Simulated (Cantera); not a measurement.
# Boron, boron nitride and boron oxide: BCl3 + N2 + H2

Input: 1 mol BCl3, 1.4 mol N2, 1.9 mol H2.

Equilibrium computed with Cantera from the NASA thermochemical tables; the gas is ideal and each condensed phase is pure. Candidate condensed phases: B, BN, NH4Cl; 21 gas species. N2 is the only nitrogen source here; it is nearly inert below about 1500 K, so the nitride shown seldom forms there in practice. The tables' values for BCl2 are old estimates. The numbers say what is thermodynamically allowed, not how fast it happens.

Map the stable condensed phases over T = 898, 998, 1098, 1198, 1298, 1398, 1498, 1598, 1698, 1798, 1898, 1998, 2098 K and P in Pa = 10, 37, 140, 520, 1900, 7200, 27000, 100000.


```
T in K \ P in Pa
             10     37    140    520   1900   7200  27000 100000
   2098       A      A      A      A      B      B      B      B
   1998       A      A      A      B      B      B      B      B
   1898       A      A      B      B      B      B      B      B
   1798       B      B      B      B      B      B      B      B
   1698       B      B      B      B      B      B      B      B
   1598       B      B      B      B      B      B      B      B
   1498       B      B      B      B      B      B      B      B
   1398       B      B      B      B      B      B      B      B
   1298       B      B      B      B      B      B      B      B
   1198       B      B      B      B      B      B      B      B
   1098       B      B      B      B      B      B      B      B
    998       B      B      B      B      B      B      B      B
    898       B      B      B      B      B      B      B      B
```
A: gas only; B: BN.
